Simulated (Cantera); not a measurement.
Input (Python, Cantera) and output of one run.

```python
import numpy as np
import cantera as ct

gas_names = [...]  # 77 gases of nasa_gas.yaml made of C, H, Ti
cond_names = """
    C(gr) C6H6(L) C7H8(L) C8H18(L),n-octa Ti(a) Ti(b) Ti(L) TiC(s) TiC(L)
""".split()


# ... load() reads the species with a 1 bar reference pressure and builds the phases ...
atoms = {
    'TiC': {'Ti': 1, 'C': 1},
    'H2': {'H': 2},
    'C': {'C': 1},
}
top_T = {'C(gr)': 4500}  # K; cautious upper limits of use, not melting points


# ... equilibrate(T, P, feed) seeds the gas with the atoms and calls Mixture.equilibrate('TP', solver="vcs", rtol=1e-11, max_steps=5000) ...
results = []
feed = {'TiC': 1, 'H2': 0.22, 'C': 0.0079}  # mol
T = 1573.15  # K
for P in [1, 4.6, 22, 100, 460, 2200, 10000, 46000, 220000, 1000000]:
    mix = equilibrate(T, P, feed)
    results.append((T, P, feed, dict(zip(mix.species_names, mix.species_moles))))

top = {s: max(r[3][s] / sum(r[3][g] for g in gas_names) for r in results) for s in gas_names}
cols = sorted((s for s in top if top[s] > 0.0001), key=lambda s: -top[s])[:9]
seen = [c for c in cond_names if any(r[3].get(c, 0) > 1e-12 for r in results)]
print("log10 of partial pressures in bar; condensed amounts in mol")
print(f"{'P/Pa':>10s}" + "".join(f"{s[:9]:>10s}" for s in cols + seen))
for T, P, feed, n in results:
    ng = sum(n[g] for g in gas_names)
    print(f"{P:10.4g}" + "".join(f"{np.log10(max(n[s] / ng * P / 1e5, 1e-99)):10.3f}" for s in cols)
          + "".join(f"{n.get(c, 0):10.4g}" for c in seen))
```

Result:

```
log10 of partial pressures in bar; condensed amounts in mol
      P/Pa        H2       CH4         H     C(gr)    TiC(s)
         1    -5.006   -12.748    -6.893  0.007891         1
       4.6    -4.340   -11.416    -6.560  0.007891         1
        22    -3.659   -10.054    -6.220  0.007891         1
       100    -3.001    -8.738    -5.890   0.00789         1
       460    -2.338    -7.412    -5.559  0.007889         1
      2200    -1.658    -6.052    -5.219  0.007882         1
     1e+04    -1.000    -4.737    -4.890   0.00785         1
   4.6e+04    -0.338    -3.412    -4.559  0.007705         1
   2.2e+05     0.341    -2.055    -4.220  0.007011         1
     1e+06     0.992    -0.752    -3.894  0.004054         1
```

Equilibrium computed with Cantera from the NASA thermochemical tables; the gas is ideal and each condensed phase is pure. TiC: taken at fixed stoichiometry.
